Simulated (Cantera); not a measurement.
Input (Python, Cantera):

```python
import numpy as np
import cantera as ct

surf = ct.Interface("diamond.yaml", "diamond_100")
gas, bulk = surf.adjacent["gas"], surf.adjacent["diamond"]
k = surf.kinetics_species_index(bulk.species_names[0])
cover = ["c6HH", "c6H*", "c6*H", "c6**", "c6HM", "c6B"]

rows, drift = [], 0.0
print(f"{'xCH3':>10s}{'um/h':>11s}" + "".join(f"{s:>11s}" for s in cover))
for v in [1e-06, 2.3e-06, 5.5e-06, 1.3e-05, 3e-05, 7.1e-05, 0.00017, 0.00039, 0.00092]:
    T, P, xH, xCH3 = 1098, 20000, 0.00026, v
    gas.TPX = T, P, {"H": xH, "CH3": xCH3, "CH4": 0.029, "H2": 1 - xH - xCH3 - 0.029}
    surf.TP = bulk.TP = T, P
    surf.coverages = "c6H*:0.1, c6HH:0.9"
    surf.advance_coverages(100.0)
    before = surf.coverages
    surf.advance_coverages(100.0)
    drift = max(drift, np.max(np.abs(surf.coverages - before) / (surf.coverages + 1e-9)))
    rate = surf.net_production_rates[k] * bulk.mean_molecular_weight / bulk.density * 3.6e9
    rows.append([rate, *surf[cover].coverages])
    print(f"{v:10.4g}{rate:11.4e}" + "".join(f"{x:11.3e}" for x in rows[-1][1:]))
```

Result:

```
      xCH3       um/h       c6HH       c6H*       c6*H       c6**       c6HM        c6B
     1e-06 4.8435e-02  5.518e-01  2.583e-02  4.112e-01  1.054e-02  4.230e-04  1.314e-10
   2.3e-06 1.1128e-01  5.513e-01  2.581e-02  4.108e-01  1.052e-02  9.719e-04  3.020e-10
   5.5e-06 2.6537e-01  5.502e-01  2.576e-02  4.099e-01  1.048e-02  2.318e-03  7.201e-10
   1.3e-05 6.2322e-01  5.477e-01  2.563e-02  4.079e-01  1.038e-02  5.445e-03  1.691e-09
     3e-05 1.4177e+00  5.420e-01  2.534e-02  4.034e-01  1.017e-02  1.239e-02  3.847e-09
   7.1e-05 3.2444e+00  5.290e-01  2.469e-02  3.930e-01  9.677e-03  2.840e-02  8.804e-09
   0.00017 7.1985e+00  5.007e-01  2.327e-02  3.703e-01  8.639e-03  6.321e-02  1.953e-08
   0.00039 1.4235e+01  4.499e-01  2.072e-02  3.297e-01  6.886e-03  1.257e-01  3.863e-08
   0.00092 2.5400e+01  3.680e-01  1.661e-02  2.644e-01  4.410e-03  2.269e-01  6.892e-08
```

Detailed kinetics in Cantera: the Harris–Goodwin 1993 mechanism for the reconstructed diamond (100) surface.
